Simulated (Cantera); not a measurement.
A Cantera script and what it prints.

```python
import numpy as np
import cantera as ct

gas_names = [...]  # 123 gases of nasa_gas.yaml made of C, H, O, Si
cond_names = """
    C(gr) C6H6(L) C7H8(L) C8H18(L),n-octa H2O(s) H2O(L) Si(cr) Si(L) SiC(b) SiO2(Lqz) SiO2(hqz) SiO2(L)
""".split()


# ... load() reads the species with a 1 bar reference pressure and builds the phases ...
atoms = {
    'TEOS': {'Si': 1, 'C': 8, 'H': 20, 'O': 4},
    'O3': {'O': 3},
    'H2': {'H': 2},
}
top_T = {'C(gr)': 4500, 'SiC(b)': 3050}  # K; cautious upper limits of use, not melting points


# ... equilibrate(T, P, feed) seeds the gas with the atoms and calls Mixture.equilibrate('TP', solver="vcs", rtol=1e-11, max_steps=5000) ...
results = []
feed = {'TEOS': 1, 'O3': 8.4, 'H2': 0.15}  # mol
T = 1625  # K
P = 13332.2  # Pa
mix = equilibrate(T, P, feed)
results.append((T, P, feed, dict(zip(mix.species_names, mix.species_moles))))
x = sorted(zip(gas.X, gas.species_names), reverse=True)
print(f"T = {T:g} K  P = {P:g} Pa  gas = {mix.phase_moles(0):.4g} mol")
print("   x: " + "  ".join(f"{s} {v:.3e}" for v, s in x if v > 1e-05))
print("   condensed (mol): " + ("  ".join(f"{mix.phase(i).name} {mix.phase_moles(i):.4g}"
      for i in range(1, mix.n_phases) if mix.phase_moles(i) > 1e-12) or "none"))
```

It prints:

```
T = 1625 K  P = 13332.2 Pa  gas = 18.68 mol
   x: H2O 5.430e-01  CO2 4.281e-01  O2 2.811e-02  OH 4.983e-04  CO 1.927e-04  H2 7.861e-05
   condensed (mol): SiO2(hqz) 1
```

Method: chemical equilibrium by Gibbs-energy minimisation in Cantera with the NASA 1993 tables (ideal gas, pure condensed phases). The feed counts by its element totals alone. The tables hold silica as quartz up to 1696 K and as liquid above; real silica turns to tridymite and cristobalite and melts near 1996 K. Gases not in the tables: Si(OH)4.
